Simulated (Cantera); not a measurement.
A freely propagating, adiabatic, planar premixed flame of CO : H2 : O2 : N2 = 1 : 0.044 : 0.715 : 2.69 (molar parts), unburnt at 600 K and 10.0 bar; mixture-averaged transport, grid criteria slope 0.08 and curve 0.16, no radiation.

Computed with Cantera and GRI-Mech 3.0 (53 species, 325 reactions). The hydrogen kinetics of GRI-Mech 3.0 are dated; newer H2 mechanisms differ, most at raised pressure. Burning velocities carry a grid error of a few per cent, more on coarse grids.

### Question
How do the results move with these cheaper or finer settings: unity-Lewis-number transport; multicomponent transport; multicomponent+Soret transport; grid criteria slope 0.5, curve 1; grid criteria slope 0.25, curve 0.5; grid criteria slope 0.03, curve 0.06?

### Answer
```csv
setting,laminar burning velocity,thermal thickness,peak x(HO2),grid points,grid points
as above,46.2 cm/s,0.0988 mm,0.000258,118,118
unity-Lewis-number transport,43.6 cm/s,0.0954 mm,0.000215,117,117
multicomponent transport,46.1 cm/s,0.0990 mm,0.000258,118,118
multicomponent+Soret transport,45.1 cm/s,0.100 mm,0.000249,118,118
"grid criteria slope 0.5, curve 1",48.9 cm/s,0.115 mm,0.000240,28,28
"grid criteria slope 0.25, curve 0.5",46.6 cm/s,0.104 mm,0.000250,45,45
"grid criteria slope 0.03, curve 0.06",46.0 cm/s,0.0967 mm,0.000262,279,279
```
The base run took roughly 9 core-seconds.
Unity Lewis numbers drop preferential diffusion, which matters most where H2 and H carry the flame; Soret adds thermal diffusion.
